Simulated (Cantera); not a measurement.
Feed: 1 mol N2O, 0.35 mol H2, 0.14 mol O2, equilibrated at 1 atm.

Method: chemical equilibrium by Gibbs-energy minimisation in Cantera with the NASA 1993 tables (ideal gas, pure condensed phases). Candidate condensed phases: H2O; 47 gas species. Ions and electrons are included (thermal ionisation). Kinetics and transport are ignored.

At 3727 °C, list the 4 most abundant gas species with their mole fractions, and the condensed phases.

N2 0.360, O 0.312, H 0.186, O2 0.0446. Condensed: gas only.
